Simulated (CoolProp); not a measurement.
Methane at 298.15 K and 0.348 MPa is throttled through a valve to 0.172 MPa with no heat exchange. Each further row changes one setting.

Computed with CoolProp (reference Helmholtz-energy equation of state, Setzmann 1991).

```json
[
 {"case": "as stated", "temperature change (K)": "(withheld)", "final density (kg/m³)": "(withheld)"},
 {"case": "outlet pressure 0.0516 MPa", "temperature change (K)": "(withheld)", "final density (kg/m³)": "(withheld)"},
 {"case": "outlet pressure 0.224 MPa", "temperature change (K)": "(withheld)", "final density (kg/m³)": "(withheld)"}
]
```

Question: What belongs in the gaps?

Answer: 
- as stated, temperature change (K): -0.8
- as stated, final density (kg/m³): 1.12
- outlet pressure 0.0516 MPa, temperature change (K): -1.3
- outlet pressure 0.0516 MPa, final density (kg/m³): 0.336
- outlet pressure 0.224 MPa, temperature change (K): -0.5
- outlet pressure 0.224 MPa, final density (kg/m³): 1.46
